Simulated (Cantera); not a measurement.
A closed system holds: 1 mol Ca(OH)₂, 2.4 mol CO₂, 0.26 mol H₂O, held at 10.0 mbar.

Equilibrium computed with Cantera from the NASA thermochemical tables; the gas is ideal and each condensed phase is pure. Candidate condensed phases: C, C₆H₆, C₇H₈, C₈H₁₈, Ca, CaCO₃, CaO, Ca(OH)₂, H₂O; 115 gas species. Equilibrium is a limit: real reactors are often held back by kinetics, nucleation or transport.

log p: log10 of the partial pressure in bar; n: condensed amount in mol.

```tsv
T (K)	log p CO₂	log p H₂O	log p CO	log p O₂	log p OH	n CaO(s)
1073	-2.18	-2.46	-7.56	-7.67	…	1.00
1148	-2.18	-2.46	-6.95	-7.10	…	1.00
1223	-2.18	-2.46	-6.41	-6.59	…	1.00
1298	-2.18	-2.46	-5.94	-6.14	…	1.00
1373	-2.18	-2.46	-5.53	-5.74	…	1.00
1448	-2.18	-2.46	-5.15	-5.38	…	1.00
1523	-2.18	-2.46	-4.82	-5.06	…	1.000
1598	-2.19	-2.46	-4.52	-4.77	…	1.000
1673	-2.19	-2.47	-4.24	-4.50	…	1.000
1748	-2.19	-2.47	-3.99	-4.26	…	1.000
1823	-2.20	-2.47	-3.77	-4.04	…	1.000
1898	-2.21	-2.48	-3.56	-3.84	…	1.000
```

Task: Fill in the missing entries.

Result: 
- 1073, log p OH: -8.84
- 1148, log p OH: -8.18
- 1223, log p OH: -7.60
- 1298, log p OH: -7.09
- 1373, log p OH: -6.63
- 1448, log p OH: -6.22
- 1523, log p OH: -5.85
- 1598, log p OH: -5.51
- 1673, log p OH: -5.21
- 1748, log p OH: -4.93
- 1823, log p OH: -4.68
- 1898, log p OH: -4.45
